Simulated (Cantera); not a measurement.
# Adiabatic ignition

An adiabatic, constant-volume homogeneous reactor starts with 16.6 % CH4, 17.5 % O2, 65.8 % N2, 0.118 % H2, equivalence ratio 1.9, at 1475 K and 10.0 bar.

Model: GRI-Mech 3.0 (53 species, 325 reactions), integrated in Cantera.

```json
[
 {"t (s)": "5.00e-6", "T (K)": "1475", "P (bar)": "10.00", "x CH4": "0.166", "x O2": "0.174", "x CH2": "2.91e-12", "x HO2": "3.48e-6", "x C2H6": "5.60e-8", "x CH3": "9.65e-6"},
 {"t (s)": "1.62e-5", "T (K)": "1475", "P (bar)": "10.0", "x CH4": "0.166", "x O2": "0.174", "x CH2": "6.23e-11", "x HO2": "5.99e-6", "x C2H6": "4.41e-6", "x CH3": "4.78e-5"},
 {"t (s)": "5.27e-5", "T (K)": "1477", "P (bar)": "10.0", "x CH4": "0.166", "x O2": "0.174", "x CH2": "3.06e-10", "x HO2": "9.24e-6", "x C2H6": "0.000117", "x CH3": "0.000104"},
 {"t (s)": "0.000171", "T (K)": "1497", "P (bar)": "10.2", "x CH4": "0.161", "x O2": "0.171", "x CH2": "1.99e-9", "x HO2": "3.46e-5", "x C2H6": "0.00104", "x CH3": "0.000203"},
 {"t (s)": "0.000555", "T (K)": "2874", "P (bar)": "22.7", "x CH4": "1.21e-9", "x O2": "3.36e-5", "x CH2": "1.25e-10", "x HO2": "1.21e-7", "x C2H6": "<1e-12", "x CH3": "1.16e-9"},
 {"t (s)": "0.00180", "T (K)": "2874", "P (bar)": "22.7", "x CH4": "1.21e-9", "x O2": "3.36e-5", "x CH2": "1.25e-10", "x HO2": "1.21e-7", "x C2H6": "<1e-12", "x CH3": "1.16e-9"},
 {"t (s)": "0.00585", "T (K)": "2874", "P (bar)": "22.7", "x CH4": "1.21e-9", "x O2": "3.36e-5", "x CH2": "1.25e-10", "x HO2": "1.21e-7", "x C2H6": "<1e-12", "x CH3": "1.16e-9"},
 {"t (s)": "0.0190", "T (K)": "2874", "P (bar)": "22.7", "x CH4": "1.21e-9", "x O2": "3.36e-5", "x CH2": "1.25e-10", "x HO2": "1.21e-7", "x C2H6": "<1e-12", "x CH3": "1.16e-9"},
 {"t (s)": "0.0616", "T (K)": "2874", "P (bar)": "22.7", "x CH4": "1.21e-9", "x O2": "3.36e-5", "x CH2": "1.25e-10", "x HO2": "1.21e-7", "x C2H6": "<1e-12", "x CH3": "1.16e-9"},
 {"t (s)": "0.200", "T (K)": "2874", "P (bar)": "22.7", "x CH4": "1.21e-9", "x O2": "3.36e-5", "x CH2": "1.25e-10", "x HO2": "1.21e-7", "x C2H6": "<1e-12", "x CH3": "1.16e-9"}
]
```
x: mole fraction; the columns are a selection and need not sum to one.

```yaml
time_of_steepest_temperature_rise: 0.287 ms
temperature at 0.200 s: 2874 K
equilibrium_temperature: 2874 K
x(CH4) at 0.200 s: 1.21e-9 (gas-phase equilibrium 1.36e-9)
x(O2) at 0.200 s: 3.36e-5 (gas-phase equilibrium 3.36e-5)
x(CH2) at 0.200 s: 1.25e-10 (gas-phase equilibrium 1.37e-10)
```
